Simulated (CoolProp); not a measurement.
A single-stage vapour-compression cycle with the fluid: evaporating at 257.15 K (dew point), condensing at 327.15 K (bubble point), superheat 10 K, subcooling 5 K, compressor efficiency 0.8, no pressure losses. The same conditions are run with several fluids, on thermodynamics alone (safety and materials aside).

Computed with CoolProp (reference Helmholtz-energy equation of state of each fluid (c-C4F8 (RC318): Platzer 1990; R245fa: Akasaka 2015; propane: Lemmon 2009; R142b: Lemmon 2006; R123: Younglove 1994; R21: Platzer 1990)). The equations of Platzer and Polt are older, rougher fits.

Q: Rank c-C4F8 (RC318), R245fa, propane, R142b, R123, R21 by cooling COP, highest first.

A: R21 (2.38), R123 (2.32), R142b (2.24), R245fa (2.22), propane (2.04), c-C4F8 (RC318) (1.76)

| fluid | pressure ratio | discharge temperature (K) | refrigerating effect (kJ/kg) | volumetric capacity (kJ/m³) |
|---|---|---|---|---|
| c-C4F8 (RC318) | 11.0 | 327.1 | 56.4 | 343 |
| R245fa | 16.0 | 344.3 | 136 | 202 |
| propane | 6.63 | 354.6 | 239 | 1440 |
| R142b | 9.94 | 356.5 | 151 | 534 |
| R123 | 16.1 | 352.9 | 128 | 133 |
| R21 | 12.8 | 401.3 | 190 | 310 |

The compression ends wet for: c-C4F8 (RC318).
